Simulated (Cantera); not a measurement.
Mixture: H₂ : O₂ : N₂ : NO = 1 : 0.581 : 2.19 : 0.013 (molar parts), at 0.987 atm, adiabatic and at constant volume. Ignition delay is the time to a rise of 400 K.

Computed with Cantera and GRI-Mech 3.0 (53 species, 325 reactions). The mechanism lacks 2 NO + O2 → 2 NO2 and HONO, so NO2 and the effect of NO are under-described below about 1400 K. Where the delays flatten at high temperature, the 400 K rule measures the pace of heat release, not the induction time.

### Question
What does this change do: 0.32 parts CO2 added?

### Answer
| quantity | before | after |
|---|---|---|
| delay at 998 K | 0.182 ms | 0.206 ms |
| delay at 1098 K | 80.7 µs | 89.8 µs |
| delay at 1198 K | 44.4 µs | 49.3 µs |
| delay at 1298 K | 28.3 µs | 31.6 µs |

### Question
What does this change do: H2 1 to 1.7 parts?

### Answer
```tsv
quantity	before	after
delay at 998 K	0.182 ms	0.198 ms
delay at 1098 K	80.7 µs	85.5 µs
delay at 1198 K	44.4 µs	46.1 µs
delay at 1298 K	28.3 µs	28.8 µs
```
